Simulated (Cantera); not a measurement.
Moist CO burnout

An isothermal, constant-pressure homogeneous reactor starts with 1.35 % CO, 1.93 % O2, 0.366 % H2O, 96.4 % N2, at 1225 K and 1200 Torr.

Model: GRI-Mech 3.0 (53 species, 325 reactions), integrated in Cantera.

```csv
t (s),x CO,x O2,x H2O,x N2O,x O
0.000100,0.0135,0.0193,0.00366,<1e-12,3.01e-9
0.000255,0.0135,0.0193,0.00366,1.30e-12,9.43e-9
0.000652,0.0135,0.0193,0.00366,1.54e-11,6.40e-8
0.00166,0.0135,0.0193,0.00366,1.52e-9,5.47e-6
0.00425,0.00863,0.0168,0.00354,4.91e-7,0.000272
0.0108,0.00231,0.0137,0.00364,1.01e-6,7.30e-5
0.0277,0.000448,0.0128,0.00367,1.26e-6,1.38e-5
0.0707,6.72e-5,0.0126,0.00368,1.36e-6,2.14e-6
0.181,8.11e-6,0.0126,0.00368,1.31e-6,3.09e-7
0.461,8.22e-7,0.0126,0.00369,1.09e-6,5.43e-8
1.18,5.63e-8,0.0126,0.00369,6.54e-7,1.69e-8
3.00,6.75e-9,0.0126,0.00369,1.81e-7,7.95e-9
7.67,3.26e-9,0.0126,0.00369,1.29e-8,4.04e-9
19.6,2.99e-9,0.0126,0.00369,6.24e-9,3.76e-9
50.0,2.99e-9,0.0126,0.00369,6.24e-9,3.76e-9
```
x: mole fraction; the columns are a selection and need not sum to one.

Equilibrium at this temperature and pressure: CO 2.99e-9, O2 0.0126, H2O 0.00369, N2O 6.24e-9, O 3.76e-9 (gas phase only).
